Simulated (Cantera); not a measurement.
An isothermal, constant-pressure homogeneous reactor starts with H2 : O2 : N2 = 1.4 : 1 : 0.53 (molar parts), at 800 K and 0.133 bar. Integrator tolerance rtol = 1e-08.

Model: GRI-Mech 3.0 (53 species, 325 reactions), integrated in Cantera. Radical loss at walls, strong at low pressure, is not modelled. Below about 950 K walls govern HO2 and H2O2 in real vessels. The temperature is held fixed by assumption; the heat of reaction is taken as removed at once.

| quantity | before | after |
|---|---|---|
| x(H2) at 4.00 s | 0.394 (gas-phase equilibrium <1e-12) | 2.13e-6 (gas-phase equilibrium 2.13e-6) |
| x(O2) at 4.00 s | 0.305 (gas-phase equilibrium 0.135) | 0.134 (gas-phase equilibrium 0.134) |
| x(H) at 4.00 s | 4.90e-9 (gas-phase equilibrium <1e-12) | 1.96e-8 (gas-phase equilibrium 1.96e-8) |
| x(HO2) at 4.00 s | 5.44e-6 (gas-phase equilibrium 1.85e-11) | 9.80e-8 (gas-phase equilibrium 9.79e-8) |
| x(OH) at 4.00 s | 1.68e-10 (gas-phase equilibrium 3.25e-9) | 0.000115 (gas-phase equilibrium 0.000115) |
| x(NO) at 4.00 s | 3.40e-11 (gas-phase equilibrium 8.86e-7) | 1.15e-5 (gas-phase equilibrium 0.000320) |

Task: What was changed between the two runs?
A) H2 1.4 to 8.1 parts
B) pressure from 0.133 bar to 0.160 bar
C) temperature 800 to 1400 K
D) O2 1 to 0.13 parts

Result: C, temperature 800 to 1400 K
